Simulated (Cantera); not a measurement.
An adiabatic, constant-pressure homogeneous reactor starts with C₃H₈ : O₂ : N₂ : H₂O = 1 : 8.47 : 21.2 : 3.9 (molar parts), equivalence ratio 0.59, at 1650 K and 390000 Pa. Integrator tolerance rtol = 1e-08.

Cantera simulation using GRI-Mech 3.0 (53 species, 325 reactions); the numbers are that mechanism's predictions, not measurements. GRI-Mech 3.0 was tuned for natural gas; its chemistry of propane as a main component is partial and can be far from experiment.

Task: What does this change do: C3H8 1 to 0.37 parts?

Result: 
```json
[
 {"quantity": "time of steepest temperature rise", "before": "8.43 µs", "after": "8.39 µs"},
 {"quantity": "temperature at 7.00 s", "before": "2721 K", "after": "2171 K"},
 {"quantity": "equilibrium temperature", "before": "2721 K", "after": "2171 K"},
 {"quantity": "x(C₃H₈) at 7.00 s", "before": "<1e-12 (gas-phase equilibrium <1e-12)", "after": "<1e-12 (gas-phase equilibrium <1e-12)"},
 {"quantity": "x(O₂) at 7.00 s", "before": "0.0878 (gas-phase equilibrium 0.0878)", "after": "0.187 (gas-phase equilibrium 0.187)"},
 {"quantity": "x(H₂O) at 7.00 s", "before": "0.200 (gas-phase equilibrium 0.200)", "after": "0.154 (gas-phase equilibrium 0.154)"},
 {"quantity": "x(CO) at 7.00 s", "before": "0.0129 (gas-phase equilibrium 0.0129)", "after": "0.000186 (gas-phase equilibrium 0.000186)"},
 {"quantity": "x(CH₂O) at 7.00 s", "before": "1.11e-10 (gas-phase equilibrium 1.11e-10)", "after": "<1e-12 (gas-phase equilibrium <1e-12)"},
 {"quantity": "x(C₂H) at 7.00 s", "before": "<1e-12 (gas-phase equilibrium <1e-12)", "after": "<1e-12 (gas-phase equilibrium <1e-12)"},
 {"quantity": "x(CH₂CO) at 7.00 s", "before": "<1e-12 (gas-phase equilibrium <1e-12)", "after": "<1e-12 (gas-phase equilibrium <1e-12)"}
]
```

Task: What does this change do: initial temperature 1650 to 1600 K?

Result: 
```tsv
quantity	before	after
time of steepest temperature rise	8.43 µs	12.2 µs
temperature at 7.00 s	2721 K	2697 K
equilibrium temperature	2721 K	2697 K
x(C₃H₈) at 7.00 s	<1e-12 (gas-phase equilibrium <1e-12)	<1e-12 (gas-phase equilibrium <1e-12)
x(O₂) at 7.00 s	0.0878 (gas-phase equilibrium 0.0878)	0.0880 (gas-phase equilibrium 0.0880)
x(H₂O) at 7.00 s	0.200 (gas-phase equilibrium 0.200)	0.202 (gas-phase equilibrium 0.202)
x(CO) at 7.00 s	0.0129 (gas-phase equilibrium 0.0129)	0.0118 (gas-phase equilibrium 0.0118)
x(CH₂O) at 7.00 s	1.11e-10 (gas-phase equilibrium 1.11e-10)	9.21e-11 (gas-phase equilibrium 9.21e-11)
x(C₂H) at 7.00 s	<1e-12 (gas-phase equilibrium <1e-12)	<1e-12 (gas-phase equilibrium <1e-12)
x(CH₂CO) at 7.00 s	<1e-12 (gas-phase equilibrium <1e-12)	<1e-12 (gas-phase equilibrium <1e-12)
```
